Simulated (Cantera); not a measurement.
An adiabatic, constant-pressure homogeneous reactor starts with CH₄ : H₂ : O₂ : N₂ = 1 : 0.25 : 2.41 : 9.08 (molar parts), equivalence ratio 0.88, at 1775 K and 0.730 bar.

Model: GRI-Mech 3.0 (53 species, 325 reactions), integrated in Cantera.

Task: Predict: time of steepest temperature rise; temperature at 0.600 s; equilibrium temperature; x(H₂) at 0.600 s; x(O₂) at 0.600 s; x(H₂O) at 0.600 s; x(CO₂) at 0.600 s.

Result: 
```json
{
  "time_of_steepest_temperature_rise": "0.111 ms",
  "temperature at 0.600 s": "2778 K",
  "equilibrium_temperature": "2778 K",
  "x(H₂) at 0.600 s": "0.0174 (gas-phase equilibrium 0.0174)",
  "x(O₂) at 0.600 s": "0.0329 (gas-phase equilibrium 0.0329)",
  "x(H₂O) at 0.600 s": "0.134 (gas-phase equilibrium 0.134)",
  "x(CO₂) at 0.600 s": "0.0399 (gas-phase equilibrium 0.0399)"
}
```
